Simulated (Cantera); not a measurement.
Input: 1 mol B₂O₃, 5.7 mol N₂, equilibrated at 0.0133 bar.

Equilibrium computed with Cantera from the NASA thermochemical tables; the gas is ideal and each condensed phase is pure. Candidate condensed phases: B, BN, B₂O₃; 17 gas species. The numbers say what is thermodynamically allowed, not how fast it happens.

Task: Which condensed phases are stable at each of these points (T (K)): 1425, 1500, 1575, 1650, 1725, 1800, 1875, 1950, 2025, 2100, 2175, 2250?

Result: 
```
T (K)  condensed phases  B condensed (%)
-----  ----------------  ---------------
1425            B₂O₃(l)             99.8
1500            B₂O₃(l)             99.1
1575            B₂O₃(l)             96.0
1650            B₂O₃(l)             84.7
1725            B₂O₃(l)             46.0
1800           gas only              0.0
1875           gas only              0.0
1950           gas only              0.0
2025           gas only              0.0
2100           gas only              0.0
2175           gas only              0.0
2250           gas only              0.0
```

From 1425 K to 1725 K the condensed part is B₂O₃(l). From 1800 K to 2250 K nothing is condensed.
